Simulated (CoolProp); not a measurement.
Values from CoolProp's reference Helmholtz-energy equation of state, Akasaka 2015.

Question: Give the vapour pressure (MPa), liquid density (kg/m³), liquid cp (kJ/(kg K)), surface tension (mN/m) of saturated R245fa at 71.65 °C.

Answer: 
```
T (°C)  p (MPa)  liquid density (kg/m³)  liquid cp (kJ/(kg K))  surface tension (mN/m)
------  -------  ----------------------  ---------------------  ----------------------
71.65     0.637                    1200                   1.45                    7.86
```

Surface tension comes from a separate correlation (Mulero 2012).
